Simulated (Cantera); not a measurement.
An isothermal, constant-pressure homogeneous reactor starts with CH₄ : H₂O : H₂ = 1 : 0.41 : 0.43 (molar parts), at 1798 K and 5780 Torr. Integrator tolerance rtol = 1e-08.

Detailed kinetics in Cantera: GRI-Mech 3.0 (53 species, 325 reactions). GRI-Mech 3.0 stops at C3 and has no aromatics, soot or wall deposition, so with more carbon than oxygen in the feed, carbon stays in small species such as C2H2 where larger ones or solid carbon would form.

What does this change do: temperature 1798 to 1525 K?


| quantity | before | after |
|---|---|---|
| x(CH₄) at 90.0 s | 0.0672 (gas-phase equilibrium 0.0672) | 0.200 (gas-phase equilibrium 0.194) |
| x(H₂O) at 90.0 s | 1.01e-5 (gas-phase equilibrium 1.03e-5) | 0.00617 (gas-phase equilibrium 3.94e-5) |
| x(H₂) at 90.0 s | 0.733 (gas-phase equilibrium 0.733) | 0.634 (gas-phase equilibrium 0.643) |
| x(C₂H₄) at 90.0 s | 0.00749 (gas-phase equilibrium 0.00749) | 0.00679 (gas-phase equilibrium 0.00617) |
| x(CH₂CO) at 90.0 s | 1.71e-6 (gas-phase equilibrium 1.71e-6) | 1.08e-6 (gas-phase equilibrium 1.04e-6) |
| x(C₂H) at 90.0 s | 7.29e-8 (gas-phase equilibrium 7.29e-8) | 1.49e-10 (gas-phase equilibrium 1.33e-10) |
